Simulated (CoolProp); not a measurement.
Saturation properties of R123.

Model: reference Helmholtz-energy equation of state, Younglove 1994, in CoolProp. It is a modified Benedict-Webb-Rubin equation, recast in Helmholtz form.

| T (K) | p (bar) | vapour density (kg/m³) | enthalpy of vaporisation (kJ/kg) | liquid viscosity (µPa s) |
|---|---|---|---|---|
| 312.9 | 1.532 | 9.554 | 165.1 | 353 |
| 322.6 | 2.089 | 12.82 | 160.7 | 318 |
| 332.4 | [?] | 16.96 | 156.1 | 286 |
| 342.2 | 3.677 | 22.08 | 151.3 | 258 |
| 352 | 4.751 | 28.36 | [?] | 233 |
| 361.8 | 6.045 | 36.03 | 140.7 | 211 |
| 371.6 | 7.587 | 45.35 | 135.0 | 191 |
| 381.4 | [?] | 56.65 | 128.7 | 173 |
| 391.2 | 11.53 | 70.40 | 122.0 | [?] |
| 401 | 13.99 | 87.20 | 114.5 | 141 |

Complete the blanks.


- 332.4, p (bar): 2.798
- 352, enthalpy of vaporisation (kJ/kg): 146.2
- 381.4, p (bar): 9.404
- 391.2, liquid viscosity (µPa s): 156

It boils at 301.0 K under 1 atm.

Viscosity comes from a separate model (Tanaka 1996).
